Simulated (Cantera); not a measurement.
A perfectly stirred reactor is fed with CH₃OH : O₂ : N₂ = 1 : 1.61 : 7.58 (molar parts), equivalence ratio 0.93, at 1.01 bar; it is adiabatic with a 798 K inlet, and is followed from long to short residence time, starting on the burning branch (τ in s: 0.059, 0.029, 0.015, 0.0072, 0.0036, 0.0018, 0.00087, 0.00043, 0.00021, 0.0001, 5.2e-05, 2.6e-05, 1.3e-05).

Cantera simulation using GRI-Mech 3.0 (53 species, 325 reactions); the numbers are that mechanism's predictions, not measurements. GRI-Mech 3.0 was tuned for natural gas; its chemistry of methanol as a main component is partial and can be far from experiment.

x: mole fraction; the columns are a selection and need not sum to one.

```json
[
 {"τ (s)": "0.059", "T (K)": "2275", "x CH₃OH": "1.02e-6", "x O₂": "0.0146", "x CH₃": "1.70e-7", "x C₂H₂": "5.02e-12", "x CO₂": "0.0831", "x C₂H₄": "1.95e-12"},
 {"τ (s)": "0.029", "T (K)": "2261", "x CH₃OH": "1.86e-6", "x O₂": "0.0155", "x CH₃": "2.69e-7", "x C₂H₂": "1.04e-11", "x CO₂": "0.0818", "x C₂H₄": "4.48e-12"},
 {"τ (s)": "0.015", "T (K)": "2239", "x CH₃OH": "3.13e-6", "x O₂": "0.0168", "x CH₃": "3.89e-7", "x C₂H₂": "1.76e-11", "x CO₂": "0.0799", "x C₂H₄": "8.42e-12"},
 {"τ (s)": "0.0072", "T (K)": "2204", "x CH₃OH": "5.36e-6", "x O₂": "0.0185", "x CH₃": "6.03e-7", "x C₂H₂": "3.14e-11", "x CO₂": "0.0772", "x C₂H₄": "1.70e-11"},
 {"τ (s)": "0.0036", "T (K)": "2162", "x CH₃OH": "8.76e-6", "x O₂": "0.0203", "x CH₃": "1.02e-6", "x C₂H₂": "6.53e-11", "x CO₂": "0.0741", "x C₂H₄": "3.99e-11"},
 {"τ (s)": "0.0018", "T (K)": "2114", "x CH₃OH": "1.44e-5", "x O₂": "0.0224", "x CH₃": "1.91e-6", "x C₂H₂": "1.72e-10", "x CO₂": "0.0709", "x C₂H₄": "1.16e-10"},
 {"τ (s)": "0.00087", "T (K)": "2059", "x CH₃OH": "2.50e-5", "x O₂": "0.0246", "x CH₃": "3.95e-6", "x C₂H₂": "5.73e-10", "x CO₂": "0.0674", "x C₂H₄": "4.19e-10"},
 {"τ (s)": "0.00043", "T (K)": "2006", "x CH₃OH": "4.47e-5", "x O₂": "0.0269", "x CH₃": "8.16e-6", "x C₂H₂": "___", "x CO₂": "0.0639", "x C₂H₄": "1.59e-9"},
 {"τ (s)": "0.00021", "T (K)": "1953", "x CH₃OH": "8.60e-5", "x O₂": "0.0297", "x CH₃": "1.72e-5", "x C₂H₂": "___", "x CO₂": "0.0597", "x C₂H₄": "6.65e-9"},
 {"τ (s)": "0.00010", "T (K)": "1896", "x CH₃OH": "0.000190", "x O₂": "0.0339", "x CH₃": "3.78e-5", "x C₂H₂": "___", "x CO₂": "0.0531", "x C₂H₄": "3.38e-8"},
 {"τ (s)": "5.2e-5", "T (K)": "1826", "x CH₃OH": "0.000490", "x O₂": "0.0415", "x CH₃": "8.10e-5", "x C₂H₂": "___", "x CO₂": "0.0416", "x C₂H₄": "2.01e-7"},
 {"τ (s)": "2.6e-5", "T (K)": "798", "x CH₃OH": "0.0981", "x O₂": "0.158", "x CH₃": "<1e-12", "x C₂H₂": "<1e-12", "x CO₂": "<1e-12", "x C₂H₄": "<1e-12"},
 {"τ (s)": "1.3e-5", "T (K)": "798", "x CH₃OH": "0.0981", "x O₂": "0.158", "x CH₃": "<1e-12", "x C₂H₂": "<1e-12", "x CO₂": "<1e-12", "x C₂H₄": "<1e-12"}
]
```

Problem. Fill in the missing entries.

Solution. 
- 0.00043, x C₂H₂: 2.05e-9
- 0.00021, x C₂H₂: 8.05e-9
- 0.00010, x C₂H₂: 3.65e-8
- 5.2e-5, x C₂H₂: 1.73e-7
